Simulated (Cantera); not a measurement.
An isothermal, constant-pressure homogeneous reactor starts with CH₄ : CO₂ : H₂ = 1 : 0.68 : 0.06 (molar parts), at 1500 K and 23.7 atm.

Computed with Cantera and GRI-Mech 3.0 (53 species, 325 reactions). The pressure lies above the range GRI-Mech 3.0 was tuned for (to about 10 atm).

Q: Predict: x(CH₄) at 2.00 s; x(CO₂) at 2.00 s; x(H₂) at 2.00 s; x(H₂O) at 2.00 s; x(C₂H₆) at 2.00 s.

A: 
| Property | Result |
|---|---|
| x(CH₄) at 2.00 s | 0.249 (gas-phase equilibrium 0.102) |
| x(CO₂) at 2.00 s | 0.0865 (gas-phase equilibrium 0.000376) |
| x(H₂) at 2.00 s | 0.180 (gas-phase equilibrium 0.457) |
| x(H₂O) at 2.00 s | 0.138 (gas-phase equilibrium 0.00102) |
| x(C₂H₆) at 2.00 s | 0.00117 (gas-phase equilibrium 7.78e-5) |
